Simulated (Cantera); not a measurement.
Cantera run, input and output.

```python
import numpy as np
import cantera as ct

gas = ct.Solution("gri30.yaml")


def delay(T, t_max=10):
    gas.TPX = T, 130000, {'CH4': 1, 'O2': 1.82, 'N2': 6.84, 'H2O': 0.65}
    reactor = ct.IdealGasReactor(gas, clone=False)
    net = ct.ReactorNet([reactor])
    net.rtol, net.atol = 1e-8, 1e-16
    while net.time < t_max:
        t_old, T_old = net.time, reactor.T
        net.step()
        if reactor.T > T + 400:  # ignition: a rise of 400 K
            return t_old + (T + 400 - T_old) / (reactor.T - T_old) * (net.time - t_old)
    return np.nan


taus = []
for T in [1225, 1275, 1325, 1375, 1425, 1475, 1525, 1575]:
    taus.append(delay(T))
    print(f"T0 = {T:6g} K   tau = {taus[-1]:.4e} s")
```

It prints:

```
T0 =   1225 K   tau = 2.9892e-02 s
T0 =   1275 K   tau = 1.5435e-02 s
T0 =   1325 K   tau = 8.1904e-03 s
T0 =   1375 K   tau = 4.4577e-03 s
T0 =   1425 K   tau = 2.4883e-03 s
T0 =   1475 K   tau = 1.4273e-03 s
T0 =   1525 K   tau = 8.4375e-04 s
T0 =   1575 K   tau = 5.1550e-04 s
```

Cantera simulation using GRI-Mech 3.0 (53 species, 325 reactions); the numbers are that mechanism's predictions, not measurements.
